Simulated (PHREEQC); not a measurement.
KOH is added in steps, without added water, to 1 kg of water holding 0.0066 mol/kgw Cu(NO3)2, 0.029 mol/kgw H2SO4 and 0.0016 mol/kgw FeCl3, at 20 °C. Oxygen is held at 0.21 atm. No CO2 enters from the air. Precipitation was switched off in this run.

Base run: PHREEQC, ion-association model, wateq4f.dat. Each further column changes one thing. The table gives Fe(OH)2+ (mol/kgw).

| KOH added (mol) | base | Davies equation for every ion | metal-ligand complexes left out | all activity coefficients set to 1 |
|---|---|---|---|---|
| 0 | 2.98e-8 | ___ | 4.14e-7 | 2.05e-8 |
| 0.006375 | 3.72e-8 | 3.85e-8 | 5.39e-7 | 2.51e-8 |
| 0.01487 | 5.25e-8 | 5.44e-8 | 8.05e-7 | ___ |
| 0.02125 | 7.15e-8 | 7.42e-8 | 1.14e-6 | 4.64e-8 |
| 0.02763 | 1.04e-7 | 1.08e-7 | 1.71e-6 | ___ |
| 0.03612 | 1.97e-7 | 2.04e-7 | 3.30e-6 | 1.24e-7 |
| 0.0425 | 3.88e-7 | 4.03e-7 | ___ | 2.41e-7 |
| 0.04888 | 1.10e-6 | 1.14e-6 | 1.46e-5 | 6.83e-7 |
| 0.05738 | 6.76e-5 | 6.94e-5 | ___ | 6.97e-5 |
| 0.06375 | 0.00127 | 0.00126 | 0.00136 | 0.00110 |
| 0.07013 | 0.000570 | 0.000568 | 0.000628 | 0.000508 |
| 0.07863 | 1.71e-9 | 1.63e-9 | 1.73e-9 | 9.93e-10 |
| 0.085 | 3.60e-11 | 3.43e-11 | ___ | 2.03e-11 |

### Question
Some entries are withheld; supply them.

### Answer

- 0, Davies equation for every ion: 3.08e-8
- 0.01487, all activity coefficients set to 1: 3.47e-8
- 0.02763, all activity coefficients set to 1: 6.62e-8
- 0.0425, metal-ligand complexes left out: 6.24e-6
- 0.05738, metal-ligand complexes left out: 0.000111
- 0.085, metal-ligand complexes left out: 3.66e-11

In at least one series the solution becomes supersaturated in solids that the run did not let form, among them Fe(OH)3(a), Cu(OH)2, Brochantite, Antlerite, Atacamite. The database's constant for dissolved Cu(OH)2 is higher than later reviews accept.
